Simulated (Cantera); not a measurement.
## N2O furnace oxynitridation

An isothermal, constant-pressure homogeneous reactor starts with N2O : H2 : N2 = 1 : 0.0051 : 1.2 (molar parts), at 1300 K and 39.0 Torr.

Detailed kinetics in Cantera: GRI-Mech 3.0 (53 species, 325 reactions). GRI-Mech 3.0 was tuned for natural gas; its chemistry of N2O as a main component is partial and can be far from experiment. The mechanism lacks the step 2 NO + O2 → 2 NO2, which can matter for NO2 below about 1400 K. The temperature is held fixed by assumption; the heat of reaction is taken as removed at once.

| t (s) | x N2O | x H2 | x H2O2 | x HO2 | x H |
|---|---|---|---|---|---|
| 3.00e-5 | 0.453 | 0.00231 | <1e-12 | 2.84e-11 | 1.08e-8 |
| 0.000102 | 0.453 | 0.00231 | <1e-12 | 1.20e-9 | 5.62e-8 |
| 0.000345 | 0.453 | 0.00231 | 5.95e-12 | 3.74e-8 | 2.12e-7 |
| 0.00117 | 0.453 | 0.00229 | 4.92e-10 | 6.59e-7 | 6.79e-7 |
| 0.00396 | 0.453 | 0.00210 | 2.52e-8 | 4.49e-6 | 1.53e-6 |
| 0.0134 | 0.451 | 0.00131 | 5.61e-8 | 5.96e-6 | 1.18e-6 |
| 0.0455 | 0.447 | 0.000346 | 1.71e-8 | 3.16e-6 | 2.20e-7 |
| 0.154 | 0.436 | 2.14e-5 | 1.56e-9 | 8.66e-7 | 1.68e-8 |
| 0.522 | 0.401 | 3.11e-8 | 3.59e-10 | 2.81e-7 | 9.21e-9 |
| 1.77 | 0.306 | 2.26e-8 | 2.29e-10 | 8.18e-8 | 1.09e-8 |
| 6.00 | 0.130 | 2.78e-8 | 1.96e-10 | 1.74e-8 | 1.44e-8 |
x: mole fraction; the columns are a selection and need not sum to one.

Equilibrium at this temperature and pressure: N2O 5.82e-9, H2 1.68e-9, H2O2 1.01e-11, HO2 2.22e-9, H 2.00e-10 (gas phase only).
